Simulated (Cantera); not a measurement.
Input: 1 mol SiCl₄, 0.86 mol CH₄, 1000 mol H₂, equilibrated at 330 Torr.

These are equilibrium values from Cantera (NASA tables, ideal gas, pure condensed phases), not measurements of a reactor. Candidate condensed phases: C, C₆H₆, C₇H₈, C₈H₁₈, Si, SiC; 109 gas species. Mutual solubility and eutectic melting of coexisting phases are not modelled. Gases not in the tables: Si₂H₆ and higher silanes. Equilibrium is a limit: real reactors are often held back by kinetics, nucleation or transport.

Problem. What share of the Si ends up in condensed phases as a function of T (K), at 1798, 1873, 1948, 2023, 2098, 2173, 2248, 2323, 2398?

Solution. 
```tsv
T (K)	Si condensed (%)	as
1798	90.8	Si(l) + SiC(s)
1873	87.1	Si(l) + SiC(s)
1948	84.2	SiC(s)
2023	81.3	SiC(s)
2098	72.5	SiC(s)
2173	52.0	SiC(s)
2248	9.5	SiC(s)
2323	0.0	-
2398	0.0	-
```
